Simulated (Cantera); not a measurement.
Premixed flame

A freely propagating, adiabatic, planar premixed flame of CH4 : C2H6 : C3H8 : O2 : N2 = 1 : 1.2 : 0.043 : 5.83 : 15.2 (molar parts), unburnt at 300 K and 1.00 atm; mixture-averaged transport, grid criteria slope 0.08 and curve 0.16, no radiation.

Computed with Cantera and GRI-Mech 3.0 (53 species, 325 reactions). Burning velocities carry a grid error of a few per cent, more on coarse grids.

| z (mm) | T (K) | u (m/s) | x CH4 | x C2H6 | x C3H8 | x O | x CH2 | x CO |
|---|---|---|---|---|---|---|---|---|
| -0.753 | 300 | 0.746 | 0.0429 | 0.0515 | 0.00185 | <1e-8 | <1e-8 | 2.95e-7 |
| -0.502 | 300 | 0.749 | 0.0429 | 0.0515 | 0.00184 | <1e-8 | <1e-8 | 8.77e-6 |
| -0.377 | 304 | 0.759 | 0.0427 | 0.0513 | 0.00184 | <1e-8 | <1e-8 | 7.82e-5 |
| -0.251 | 355 | 0.897 | 0.0414 | 0.0504 | 0.00182 | <1e-8 | <1e-8 | 0.00147 |
| -0.126 | 906 | 2.37 | 0.0316 | 0.0365 | 0.00164 | 3.56e-6 | 3.06e-7 | 0.0224 |
| -0.0628 | 1442 | 3.88 | 0.0203 | 0.0151 | 0.000784 | 0.000107 | 1.76e-5 | 0.0512 |
| 0 | 1895 | 5.20 | 0.00669 | 0.000954 | 2.43e-5 | 0.00107 | 0.000127 | 0.0808 |
| 0.0628 | 2091 | 5.76 | 0.000807 | 4.48e-6 | 2.19e-8 | 0.00340 | 5.98e-5 | 0.0862 |
| 0.126 | 2144 | 5.89 | 5.06e-5 | <1e-8 | <1e-8 | 0.00509 | 5.77e-6 | 0.0775 |
| 0.251 | 2189 | 5.97 | 1.82e-7 | <1e-8 | <1e-8 | 0.00553 | 2.28e-8 | 0.0653 |
| 0.502 | 2245 | 6.08 | <1e-8 | <1e-8 | <1e-8 | 0.00486 | <1e-8 | 0.0589 |
| 1.00 | 2316 | 6.25 | <1e-8 | <1e-8 | <1e-8 | 0.00379 | <1e-8 | 0.0563 |
| 2.01 | 2395 | 6.43 | <1e-8 | <1e-8 | <1e-8 | 0.00267 | <1e-8 | 0.0536 |
x: mole fraction of selected species; z is measured from the peak of heat release.

laminar burning velocity: 74.6 cm/s
thermal thickness: 0.251 mm
peak x(O): 0.00558
peak x(CH2): 0.000132
peak x(CO): 0.0872
grid points: 155
